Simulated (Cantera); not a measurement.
Mixture: CH3OH : O2 : N2 = 1 : 1.36 : 5.13 (molar parts), equivalence ratio 1.1, at 9.87 atm, adiabatic and at constant volume. Ignition delay is the time to a rise of 400 K.

Detailed kinetics in Cantera: GRI-Mech 3.0 (53 species, 325 reactions). GRI-Mech 3.0 was tuned for natural gas; its chemistry of methanol as a main component is partial and can be far from experiment.

### Question
What does this change do: CH3OH 1 to 0.7 parts?

### Answer
```
quantity                                                before       after
--------------------------------------------------  ----------  ----------
delay at 1323 K                                       0.218 ms    0.238 ms
delay at 1423 K                                        62.2 µs     68.8 µs
delay at 1523 K                                        21.7 µs     24.5 µs
delay at 1623 K                                        8.98 µs     10.3 µs
apparent activation energy between 1573 and 1673 K  180 kJ/mol  170 kJ/mol
```

### Question
What does this change do: pressure from 9.87 atm to 4.54 atm?

### Answer
```
quantity                                                before       after
--------------------------------------------------  ----------  ----------
delay at 1323 K                                       0.218 ms    0.395 ms
delay at 1423 K                                        62.2 µs    0.115 ms
delay at 1523 K                                        21.7 µs     40.8 µs
delay at 1623 K                                        8.98 µs     17.1 µs
apparent activation energy between 1573 and 1673 K  180 kJ/mol  180 kJ/mol
```
